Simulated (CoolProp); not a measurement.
CF4 (R14) along the isobar 16.2 MPa: Z from the reference equation and from simpler models built on Tc = 227.4 K, pc = 3.762 MPa, ω = 0.178; each cubic takes its own stable root.

Model: reference Helmholtz-energy equation of state, Platzer 1990, in CoolProp. This equation is an older, rougher fit; its heat capacities, sound speeds and derivatives of the liquid may be far off and weren't checked against measurements.

```json
[
 {"T (K)": "172.4", "phase": "liquid", "reference": "0.6503", "van der Waals": "0.9218", "Redlich-Kwong": "0.6651", "Soave-Redlich-Kwong": "0.6551", "Peng-Robinson": "0.5829"},
 {"T (K)": "206.1", "phase": "liquid", "reference": "0.6120", "van der Waals": "0.8324", "Redlich-Kwong": "0.6293", "Soave-Redlich-Kwong": "0.6228", "Peng-Robinson": "0.5561"},
 {"T (K)": "239.8", "phase": "supercritical", "reference": "0.6150", "van der Waals": "0.7836", "Redlich-Kwong": "0.6331", "Soave-Redlich-Kwong": "0.6393", "Peng-Robinson": "0.5769"},
 {"T (K)": "273.5", "phase": "supercritical", "reference": "0.6677", "van der Waals": "0.7659", "Redlich-Kwong": "0.6738", "Soave-Redlich-Kwong": "0.7069", "Peng-Robinson": "0.6494"},
 {"T (K)": "307.2", "phase": "supercritical", "reference": "0.7588", "van der Waals": "0.7744", "Redlich-Kwong": "0.7410", "Soave-Redlich-Kwong": "0.8042", "Peng-Robinson": "0.7500"},
 {"T (K)": "340.9", "phase": "supercritical", "reference": "0.8472", "van der Waals": "0.8024", "Redlich-Kwong": "0.8114", "Soave-Redlich-Kwong": "0.8918", "Peng-Robinson": "0.8395"},
 {"T (K)": "374.6", "phase": "supercritical", "reference": "0.9148", "van der Waals": "0.8397", "Redlich-Kwong": "0.8699", "Soave-Redlich-Kwong": "0.9561", "Peng-Robinson": "0.9061"},
 {"T (K)": "408.3", "phase": "supercritical", "reference": "0.9641", "van der Waals": "0.8768", "Redlich-Kwong": "0.9143", "Soave-Redlich-Kwong": "1.001", "Peng-Robinson": "0.9538"},
 {"T (K)": "442", "phase": "supercritical", "reference": "1.000", "van der Waals": "0.9091", "Redlich-Kwong": "0.9473", "Soave-Redlich-Kwong": "1.032", "Peng-Robinson": "0.9880"}
]
```
